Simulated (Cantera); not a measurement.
Predominance diagram of Cu at 1800 K against the partial pressures of O2 and H2O (log10, bar). Standard-state values (1 bar) from the NASA 1993 polynomials, evaluated with Cantera. Candidates: Cu(l), Cu2O(l). Only these pure phases compete in this equilibrium. 

```
log p(H2O) \ log p(O2)
        columns: -16, -14.7, -13.4, -12.1, -10.8, -9.5, -8.2, -6.8, -5.5, -4.2, -2.9, -1.6, -0.3, 1
      0  A A A A A B B B B B B C C C
     -1  A A A B B B B B B B B C C C
     -2  A A B B B B B B B B B C C C
     -3  B B B B B B B B B B B C C C
     -4  B B B B B B B B B B B C C C
     -5  B B B B B B B B B B B C C C
     -6  B B B B B B B B B B B C C C
     -7  B B B B B B B B B B B C C C
     -8  B B B B B B B B B B B C C C
     -9  B B B B B B B B B B B C C C
    -10  B B B B B B B B B B B C C C
    -11  B B B B B B B B B B B C C C
    -12  B B B B B B B B B B B C C C
```

A: out of reach (another gas would pass 10 bar, or a non-metal would condense); B: Cu(l); C: Cu2O(l).
